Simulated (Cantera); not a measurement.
Input: 1 mol borazine, 0.34 mol O₂, 150 mol H₂, equilibrated at 4.58 Torr.

Equilibrium computed with Cantera from the NASA thermochemical tables; the gas is ideal and each condensed phase is pure. Candidate condensed phases: B, BN, B₂O₃, B₃O₃H₃, H₂O; 39 gas species. The feed counts by its element totals alone. The tables' values for BH₂ are old estimates; treat these amounts as uncertain. Kinetics and transport are ignored. All values below are at 1848 K.

Base state: H₂ 0.986, H 0.00674, HBO 0.00385, N₂ 0.00228, BO 0.000445, BH₂ 0.000152, B₂O₂ 5.24e-5 (mole fractions); condensed: BN(s).

**Question.** What changes in the equilibrium state with this change: pressure from 4.58 Torr to 7.50 Torr?

**Answer.** 
```json
[
 {"species": "H₂", "before": "0.986", "after": "0.988"},
 {"species": "H", "before": "0.00674", "after": "0.00527"},
 {"species": "HBO", "before": "0.00385", "after": "0.00394"},
 {"species": "BO", "before": "0.000445", "after": "0.000355"},
 {"species": "BH₂", "before": "0.000152", "after": "0.000120"},
 {"species": "B₂O₂", "before": "5.24e-5", "after": "5.48e-5"},
 {"species": "BN(s), mol", "before": "2.30", "after": "2.30"}
]
```
